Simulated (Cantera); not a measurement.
What does this Cantera script print?

```python
import numpy as np
import cantera as ct

gas_names = [...]  # 114 gases of nasa_gas.yaml made of C, Fe, H, O
cond_names = """
    C(gr) C6H6(L) C7H8(L) C8H18(L),n-octa Fe(a) Fe(c) Fe(d) Fe(L) FeC5O5(L) FeO(s) FeO(L) Fe(OH)2(s)
    Fe(OH)3(s) Fe2O3(s) Fe3O4(s) H2O(s) H2O(L)
""".split()


# ... load() reads the species with a 1 bar reference pressure and builds the phases ...
atoms = {
    'Fe(CO)5': {'Fe': 1, 'C': 5, 'O': 5},
    'CO': {'C': 1, 'O': 1},
    'H2': {'H': 2},
}
top_T = {'C(gr)': 4500, 'Fe2O3(s)': 1830, 'Fe3O4(s)': 1870}  # K; cautious upper limits of use, not melting points


# ... equilibrate(T, P, feed) seeds the gas with the atoms and calls Mixture.equilibrate('TP', solver="vcs", rtol=1e-11, max_steps=5000) ...
results = []
feed = {'Fe(CO)5': 1, 'CO': 0.52, 'H2': 0.47}  # mol
T = 1048  # K
P = 1800  # Pa
mix = equilibrate(T, P, feed)
results.append((T, P, feed, dict(zip(mix.species_names, mix.species_moles))))
x = sorted(zip(gas.X, gas.species_names), reverse=True)
print(f"T = {T:g} K  P = {P:g} Pa  gas = {mix.phase_moles(0):.4g} mol")
print("   x: " + "  ".join(f"{s} {v:.3e}" for v, s in x if v > 0.001))
print("   condensed (mol): " + ("  ".join(f"{mix.phase(i).name} {mix.phase_moles(i):.4g}"
      for i in range(1, mix.n_phases) if mix.phase_moles(i) > 1e-12) or "none"))
```

Result:

```
T = 1048 K  P = 1800 Pa  gas = 5.968 mol
   x: CO 9.179e-01  H2 7.849e-02  CO2 3.365e-03
   condensed (mol): C(gr) 0.02149  Fe(a) 1
```

Method: chemical equilibrium by Gibbs-energy minimisation in Cantera with the NASA 1993 tables (ideal gas, pure condensed phases). Condensed phases not in the tables: cementite and carbon dissolved in iron.
